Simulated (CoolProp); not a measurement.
c-C4F8 (RC318) at 448.99 K and 2.49 MPa is throttled through a valve to 0.662 MPa with no heat exchange. Each further row changes one setting.

Values from CoolProp's reference Helmholtz-energy equation of state, Platzer 1990. This equation is an older, rougher fit.

```csv
case,temperature change (K),final density (kg/m³)
as stated,?,?
outlet pressure 0.199 MPa,?,?
outlet pressure 0.861 MPa,?,?
```

Q: What belongs in the gaps?

A: 
- as stated, temperature change (K): -11.0
- as stated, final density (kg/m³): 38.4
- outlet pressure 0.199 MPa, temperature change (K): -13.6
- outlet pressure 0.199 MPa, final density (kg/m³): 11.2
- outlet pressure 0.861 MPa, temperature change (K): -9.9
- outlet pressure 0.861 MPa, final density (kg/m³): 50.7
